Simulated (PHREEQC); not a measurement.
PHREEQC input (ion-association model, phreeqc.dat):

```
SOLUTION_SPECIES
  SO4-2 + 9 H+ + 8 e- = HS- + 4 H2O  # shut off: sulfate is not reduced
    -log_k -100
    -delta_h 0
    -analytic -100
SOLUTION 1
  temp 25
  units mol/kgw
  pH 7 charge
  K 0.022
  S(6) 0.053
  Na 0.106
END
SELECTED_OUTPUT 1
  -reset false
  -pH true
  -pe true
  -ionic_strength true
  -water true
  -totals K Na S S(-2) S(6) Hdg
  -molalities H+ Na+ K+ SO4-2 OH- HSO4- S-2 HS- H2S NaOH
    NaSO4- KSO4-
USER_PUNCH 1
  -headings p_Hdg(g) phi_Hdg(g) p_H2O(g) phi_H2O(g) density
  10 PUNCH PR_P("Hdg(g)"), PR_PHI("Hdg(g)"), PR_P("H2O(g)"), PR_PHI("H2O(g)"), RHO
PRINT
  -reset false
USE solution 1
REACTION_TEMPERATURE 1
  25
GAS_PHASE 1
  -fixed_pressure
  -pressure 2
  -temperature 25
  -volume 20
  Hdg(g) 2
  H2O(g) 0
END
# ... the last block is repeated for the other 12 points of P (atm)
```

Selected output (columns that matter, 13 of 13 rows; P (atm) added in front):

```
P (atm)	pH	mu	K	Na	S	Hdg	m_H+	m_Na+	m_K+	p_Hdg(g)	phi_Hdg(g)	p_H2O(g)	phi_H2O(g)	density
2	12.198	0.16349	0.02201	0.10605	0.053025	0.0015011	7.8752e-13	0.09914	0.020124	1.9684	1.0005	0.031611	0.9913	1.0049
5	12.197	0.1635	0.02201	0.10605	0.053025	0.0037782	7.8952e-13	0.099141	0.020126	4.9679	1.0013	0.032062	0.9795	1.005
10	12.195	0.16351	0.022011	0.10605	0.053026	0.007546	7.9285e-13	0.099142	0.020129	9.9672	1.0026	0.032821	0.96032	1.0051
20	12.191	0.16352	0.022011	0.10605	0.053027	0.014981	7.9954e-13	0.099145	0.020134	19.966	1.0054	0.034369	0.92373	1.0053
30	12.187	0.16354	0.022012	0.10606	0.053028	0.022284	8.0626e-13	0.099148	0.02014	29.964	1.0082	0.035958	0.88934	1.0056
40	12.184	0.16355	0.022012	0.10606	0.053029	0.02946	8.1301e-13	0.099151	0.020146	39.962	1.0111	0.037586	0.857	1.0059
50	12.18	0.16357	0.022013	0.10606	0.05303	0.036512	8.1979e-13	0.099153	0.020152	49.961	1.0142	0.039253	0.82656	1.0061
75	12.171	0.1636	0.022014	0.10607	0.053033	0.053622	8.3686e-13	0.099159	0.020166	74.956	1.0221	0.043587	0.75795	1.0068
100	12.162	0.16364	0.022015	0.10607	0.053036	0.070027	8.5411e-13	0.099163	0.02018	99.952	1.0306	0.048148	0.69864	1.0075
150	12.144	0.16369	0.022018	0.10609	0.053043	0.1009	8.8915e-13	0.099168	0.020208	149.94	1.0492	0.057902	0.60224	1.0089
200	12.127	0.16374	0.022021	0.1061	0.053049	0.12942	9.2493e-13	0.099169	0.020236	199.93	1.0698	0.068414	0.52833	1.0103
300	12.093	0.16381	0.022026	0.10613	0.053063	0.1804	9.9867e-13	0.099157	0.020292	299.91	1.1164	0.0913	0.42519	1.0133
400	12.061	0.16384	0.022032	0.10615	0.053076	0.22447	1.0754e-12	0.099127	0.020346	399.88	1.1698	0.11604	0.35912	1.0163
```

Species that the database lacks are ignored.
